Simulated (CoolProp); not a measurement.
Computed with CoolProp (reference Helmholtz-energy equation of state, Jacobsen 1992).

Give the vapour pressure (bar), liquid density (kg/m³), surface tension (mN/m), liquid viscosity (µPa s) of saturated R11 at 68.95, 82.15 °C.


| T (°C) | p (bar) | liquid density (kg/m³) | surface tension (mN/m) | liquid viscosity (µPa s) |
|---|---|---|---|---|
| 68.95 | 3.97 | 1370 | 12.4 | 288 |
| 82.15 | 5.51 | 1330 | 10.8 | 256 |

Viscosity comes from a separate model (Klein 1997), an estimate that may be off by 10 % or more. Surface tension comes from a separate correlation (Mulero 2012).
